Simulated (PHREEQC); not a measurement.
Dissolve 0.3 mol/kgw TMAH, 0.23 mol/kgw NaAlO2 and 0.028 mol/kgw Na2CO3 at 25 °C. Closed to the air; pH follows from the charge balance.

Model: ion-association model, phreeqc.dat, run in PHREEQC.

No solid was allowed to form.

**Question.** Estimate the pH, activity of water.

**Answer.** pH 13.27; activity of water 0.981.

**Question.** In which forms is C present?

**Answer.** NaCO3- 52 %, CO3-2 48 % of the C.

Saturation is exceeded, for instance for Gibbsite (slow to form); the values hold only as long as no solid forms. (CH3)4N+ isn't in the database: it is added as a free cation with an ion size of 4 Å.
